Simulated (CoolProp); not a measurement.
Toluene along the isobar 0.566 MPa: Z from the reference equation and from simpler models built on Tc = 591.7 K, pc = 4.126 MPa, ω = 0.266; each cubic takes its own stable root.

Model: reference Helmholtz-energy equation of state, Lemmon 2006, in CoolProp. It is a short technical equation, of lower accuracy than the large ones.

```tsv
T (K)	phase	reference	Redlich-Kwong	Peng-Robinson
555.1	gas	0.9349	0.9415	0.9342
561	gas	0.9373	0.9434	0.9364
566.9	gas	0.9396	0.9451	0.9385
572.8	gas	0.9417	0.9468	0.9406
578.7	gas	0.9438	0.9484	0.9425
584.6	gas	0.9457	0.9500	0.9444
590.5	gas	0.9476	0.9515	0.9462
596.4	gas	0.9494	0.9529	0.9480
602.3	gas	0.9511	0.9543	0.9496
608.2	gas	0.9527	0.9556	0.9512
614.1	gas	0.9543	0.9569	0.9528
620	gas	0.9558	0.9582	0.9543
```
